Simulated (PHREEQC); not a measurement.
# Metal-bearing waste water

Consider water at 20 °C with 0.0036 mol/kgw CdCl2, 0.00011 mol/kgw ZnCl2 and 0.0023 mol/kgw NaF. It is in equilibrium with CO2 at log p = -3.4 (atm). Otherwise closed; pH follows from the charge balance.

All values are PHREEQC results (ion-association model, phreeqc.dat), not measurements.

Each row changes one thing in this solution. This is a speciation only: nothing precipitates in the calculation.

```
case                                          pH  ionic strength (mol/kgw)  Cl- (mol/kgw)  CO2 (mol/kgw)  HCO3- (mol/kgw)  HF (mol/kgw)  SI of Halite (NaCl)
------------------------------------------  ----  ------------------------  -------------  -------------  ---------------  ------------  -------------------
as made                                     5.84                    0.0113        0.00639        1.55e-5          4.95e-6       3.99e-6                -6.49
ZnCl2 left out                              5.84                    0.0110        0.00619        1.55e-5          4.99e-6       3.96e-6                -6.51
ZnCl2 from 0.00011 to 9.9e-05 mol/kgw       5.84                    0.0113        0.00637        1.55e-5          4.95e-6       3.99e-6                -6.49
temperature from 20 to 65 °C                6.00                    0.0111        0.00631        6.06e-6          3.40e-6       6.51e-6                -6.54
temperature from 20 to 55 °C                5.99                    0.0112        0.00633        7.08e-6          3.96e-6       5.47e-6                -6.53
8.9e-05 mol/kgw MnCl2 added                 5.84                    0.0115        0.00655        1.55e-5          4.94e-6       4.00e-6                -6.48
CdCl2 replaced by KCl at the same molality  5.87                   0.00622        0.00382        1.56e-5          5.23e-6       3.87e-6                -6.69
```

Constants without temperature data keep their 25 °C values here.
